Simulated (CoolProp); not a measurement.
Computed with CoolProp (reference Helmholtz-energy equation of state, Lemmon 2006). It is a short technical equation, of lower accuracy than the large ones.

### Question
For acetone, give the phase and the speed of sound (m/s) at 273.75 °C and 46.9 MPa.

### Answer
- 273.75 °C and 46.9 MPa: supercritical; speed of sound 757
